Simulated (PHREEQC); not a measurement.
Make-up at 25 °C: 0.0014 mol/kgw HF, 0.00099 mol/kgw NH4F and 0.018 mol/kgw H2SiF6. Closed to the air; pH follows from the charge balance.

The numbers come from PHREEQC with the ion-association model, phreeqc.dat.

```json
{
  "pH": "1.54",
  "ionic_strength": "0.0521 mol/kgw",
  "density": "0.999 g/cm³",
  "total_alkalinity": "-109 meq/kg"
}
```

```tsv
species	molality	activity	log γ
H+	0.0338	0.0288	-0.070
SiF6-2	0.0173	0.00793	-0.339
HF	0.00635	0.00643	0.005
NH4+	0.000990	0.000790	-0.098
H4SiO4	0.000692	0.000700	0.005
F-	0.000184	0.000149	-0.092
HF2-	4.48e-6	3.67e-6	-0.087
```

No solid was allowed to form. Saturation is exceeded, for instance for Quartz (slow to form), Chalcedony (slow to form); the values hold only as long as no solid forms. SiF6-2 is the database's only silicon fluoride.
